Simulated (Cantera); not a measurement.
Input: 1 mol C₂H₄, 0.05 mol CO₂, at 18800 Torr.

Method: chemical equilibrium by Gibbs-energy minimisation in Cantera with the NASA 1993 tables (ideal gas, pure condensed phases). Candidate condensed phases: C, C₆H₆, C₇H₈, C₈H₁₈, H₂O; 110 gas species. Rates play no part.

Task: What share of the C ends up in condensed phases as a function of T (°C), at 1175, 1275, 1375, 1475, 1575, 1675, 1775, 1875?

Result: 
| T (°C) | C condensed (%) | as |
|---|---|---|
| 1175 | 89.1 | C(graphite) |
| 1275 | 91.1 | C(graphite) |
| 1375 | 92.3 | C(graphite) |
| 1475 | 93.1 | C(graphite) |
| 1575 | 93.6 | C(graphite) |
| 1675 | 93.9 | C(graphite) |
| 1775 | 94.1 | C(graphite) |
| 1875 | 94.1 | C(graphite) |
